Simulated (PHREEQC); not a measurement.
Solution (25 °C): 0.002 mol FeSO4 and 0.0027 mol CuCl2 per kg of water. Closed to the air; pH follows from the charge balance.

The numbers come from PHREEQC with the ion-association model, wateq4f.dat.

```tsv
quantity	before	after
pH	5.12	5.07
ionic strength (mol/kgw)	0.0141	0.00804
```

Task: Which change was made?
A. CuCl2 replaced by RbCl at the same molality
B. CuCl2 left out
C. FeSO4 left out
D. FeSO4 from 0.002 to 0.003 mol/kgw
E. 0.00021 mol/kgw CsOH added

Result: C, FeSO4 left out

No solid was allowed to form. Some of these states are supersaturated (in Brochantite, Antlerite, Atacamite, for instance).
